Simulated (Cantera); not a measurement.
A Cantera script and what it prints.

```python
import numpy as np
import cantera as ct

gas_names = """
    B BH BH2 BH3 BN BO BO2 B2 B2O B2O2 B2O3 B3O3H3 H HBO HBO2 HNO HNO2 HNO3 HO2 H2 H2O H2O2 H3B3O6 N NH
    NH2 NH3 NH2OH NO NO2 NO3 N2 N2H2 N2H4 N2O O OH O2 O3
""".split()
cond_names = """
    B(b) B(L) BN(s) B2O3(L) B3O3H3(cr) H2O(s) H2O(L)
""".split()


# ... load() reads the species with a 1 bar reference pressure and builds the phases ...
atoms = {
    'BN': {'B': 1, 'N': 1},
    'H2O': {'H': 2, 'O': 1},
    'N2': {'N': 2},
}
top_T = {'BN(s)': 3200}  # K; cautious upper limits of use, not melting points


# ... equilibrate(T, P, feed) seeds the gas with the atoms and calls Mixture.equilibrate('TP', solver="vcs", rtol=1e-11, max_steps=5000) ...
results = []
feed = {'BN': 1, 'H2O': 0.26, 'N2': 83}  # mol
P = 70  # Pa
for T in [873, 973, 1073, 1173, 1273, 1373, 1473, 1573, 1673, 1773, 1873, 1973, 2073]:
    mix = equilibrate(T, P, feed)
    results.append((T, P, feed, dict(zip(mix.species_names, mix.species_moles))))

top = {s: max(r[3][s] / sum(r[3][g] for g in gas_names) for r in results) for s in gas_names}
cols = sorted((s for s in top if top[s] > 0.001), key=lambda s: -top[s])[:7]
seen = [c for c in cond_names if any(r[3].get(c, 0) > 1e-12 for r in results)]
print("log10 of partial pressures in bar; condensed amounts in mol")
print(f"{'T/K':>10s}" + "".join(f"{s[:9]:>10s}" for s in cols + seen))
for T, P, feed, n in results:
    ng = sum(n[g] for g in gas_names)
    print(f"{T:10.4g}" + "".join(f"{np.log10(max(n[s] / ng * P / 1e5, 1e-99)):10.3f}" for s in cols)
          + "".join(f"{n.get(c, 0):10.4g}" for c in seen))
```

It prints:

```
log10 of partial pressures in bar; condensed amounts in mol
       T/K        N2         H        H2        BO     BN(s)   B2O3(L)
       873    -3.156   -13.161    -5.661   -18.894    0.8268   0.08659
       973    -3.156   -11.797    -5.661   -15.857    0.8268   0.08654
      1073    -3.156   -10.684    -5.662   -13.394     0.827   0.08621
      1173    -3.156    -9.760    -5.664   -11.360    0.8277   0.08425
      1273    -3.156    -8.983    -5.672    -9.651    0.8298   0.06862
      1373    -3.157    -8.320    -5.686    -8.309    0.8285         0
      1473    -3.157    -7.743    -5.689    -7.401    0.8135         0
      1573    -3.157    -7.243    -5.704    -6.671    0.7829         0
      1673    -3.157    -6.805    -5.722    -6.165    0.7509         0
      1773    -3.157    -6.416    -5.741    -5.883     0.741         0
      1873    -3.158    -6.081    -5.782    -5.752    0.7395         0
      1973    -3.158    -5.807    -5.874    -5.700    0.7354         0
      2073    -3.159    -5.604    -6.047    -5.683    0.7001         0
```

These are equilibrium values from Cantera (NASA tables, ideal gas, pure condensed phases), not measurements of a reactor. Mutual solubility and eutectic melting of coexisting phases are not modelled.
